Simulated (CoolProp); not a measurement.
Aqueous ethanol as a coolant, 47 % by mass, freezing at -35.4 °C, 1 atm.

The numbers come from the Melinder's fits for secondary coolants in CoolProp.

```
T (°C)  conductivity (W/(m K))  Prandtl number  viscosity (mPa s)  cp (kJ/(kg K))
------  ----------------------  --------------  -----------------  --------------
-11.5                        ?             141               12.6           3.579
-5.1                     0.322             100                  ?           3.654
1.2                      0.324            73.5               6.40           3.722
7.6                      0.326            55.3               4.76           3.785
13.9                         ?            42.7               3.65           3.840
20.2                     0.330            33.7               2.86           3.889
26.6                     0.332            27.0               2.28           3.932
32.9                     0.333            21.9               1.84           3.967
39.3                     0.335            17.9               1.50           3.996
```

Q: Fill in the missing entries.

A: 
- -11.5, conductivity (W/(m K)): 0.320
- -5.1, viscosity (mPa s): 8.82
- 13.9, conductivity (W/(m K)): 0.328
